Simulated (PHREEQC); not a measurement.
Make-up at 55 °C: 0.15 mol/kgw (NH4)2SO4. Closed to the air; pH follows from the charge balance.

The numbers come from PHREEQC with the ion-association model, phreeqc.dat.

This is a speciation only: nothing precipitates in the calculation.

Problem. Estimate the pH, density, ionic strength.

Solution. pH 5.06; density 0.997 g/cm³; ionic strength 0.337 mol/kgw.

Problem. In which forms is N present?

Solution. NH4+ 81 %, NH4SO4- 19 % of the N.

Constants without temperature data keep their 25 °C values here.
